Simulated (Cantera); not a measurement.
What does this Cantera script print?

```python
import numpy as np
import cantera as ct

gas = ct.Solution("gri30.yaml")
gas.TPX = 650, 150000, {'CH4': 1, 'O2': 1.43, 'N2': 5.37}
inlet = ct.Reservoir(gas, clone=True)
gas.equilibrate("HP")  # start burning
reactor = ct.IdealGasConstPressureReactor(gas, energy="on", clone=False)
exhaust = ct.Reservoir(gas, clone=True)
tau = [0.43, 0.13, 0.037, 0.011, 0.0032, 0.00094, 0.00028, 8.1e-05, 2.4e-05][0]
for a, b in ((inlet, reactor), (reactor, exhaust)):
    ct.MassFlowController(a, b, mdot=lambda t: reactor.mass / tau)
net = ct.ReactorNet([reactor])
show = ['CH4', 'O2', 'C2H4', 'CH3', 'HCN', 'OH']

rows = []
print(f"{'tau/s':>10s}{'T/K':>9s}" + "".join(f"{s:>11s}" for s in show))
for tau in [0.43, 0.13, 0.037, 0.011, 0.0032, 0.00094, 0.00028, 8.1e-05, 2.4e-05]:
    net.initial_time = 0.0
    net.advance(30 * tau)
    before = gas.X
    net.advance(40 * tau)
    drift = np.max(np.abs(gas.X - before) / (gas.X + 1e-9))
    rows.append([gas.T, *gas[show].X, drift])
    print(f"{tau:10.3e}{gas.T:9.1f}" + "".join(f"{x:11.3e}" for x in gas[show].X))
```

It prints:

```
     tau/s      T/K        CH4         O2       C2H4        CH3        HCN         OH
 4.300e-01   2226.9  1.010e-05  2.463e-05  1.045e-09  4.290e-06  1.435e-06  6.571e-04
 1.300e-01   2223.9  2.384e-05  4.830e-05  6.850e-09  1.137e-05  4.538e-06  7.637e-04
 3.700e-02   2218.2  4.907e-05  1.109e-04  3.661e-08  2.784e-05  1.290e-05  9.711e-04
 1.100e-02   2209.2  8.905e-05  2.557e-04  1.491e-07  6.024e-05  3.018e-05  1.288e-03
 3.200e-03   2195.5  1.700e-04  6.106e-04  6.075e-07  1.310e-04  6.499e-05  1.699e-03
 9.400e-04   2175.8  3.831e-04  1.537e-03  2.993e-06  3.081e-04  1.300e-04  2.063e-03
 2.800e-04   2139.5  1.064e-03  4.343e-03  1.942e-05  8.020e-04  1.961e-04  2.186e-03
 8.100e-05    650.0  1.282e-01  1.833e-01 -8.417e-18  4.607e-16 -3.222e-19  7.893e-22
 2.400e-05    650.0  1.282e-01  1.833e-01 -2.866e-21  1.367e-16 -1.097e-22  2.273e-22
```

Computed with Cantera and GRI-Mech 3.0 (53 species, 325 reactions).
